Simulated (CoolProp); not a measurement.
A single-stage vapour-compression cycle with the fluid: evaporating at 317.15 K (dew point), condensing at 339.15 K (bubble point), superheat 2 K, subcooling 2 K, compressor efficiency 0.85, no pressure losses. The same conditions are run with several fluids, on thermodynamics alone (safety and materials aside).

The numbers come from the reference Helmholtz-energy equation of state of each fluid (R365MFC: Lemmon 2016; trans-2-butene: Lemmon 2005; hexamethyldisiloxane (MM): Thol 2016; R1336mzz(Z): McLinden 2020; R22: Kamei 1995; n-butane: Bücker 2006) in CoolProp.

```tsv
fluid	cooling COP	pressure ratio	discharge temperature (K)	refrigerating effect (kJ/kg)	volumetric capacity (kJ/m³)
R365MFC	11.2	2.04	339.1	160	1090
trans-2-butene	11.1	___	341.5	314	3040
hexamethyldisiloxane (MM)	11.1	2.41	339.2	184	155
R1336mzz(Z)	11.1	1.99	339.1	136	___
R22	9.96	1.63	351.5	135	___
n-butane	11.0	1.74	339.1	___	3030
```

What belongs in the gaps?


- trans-2-butene, pressure ratio: 1.76
- R1336mzz(Z), volumetric capacity (kJ/m³): 1320
- R22, volumetric capacity (kJ/m³): 9790
- n-butane, refrigerating effect (kJ/kg): 292

The compression ends wet for: R365MFC; hexamethyldisiloxane (MM); R1336mzz(Z); n-butane.
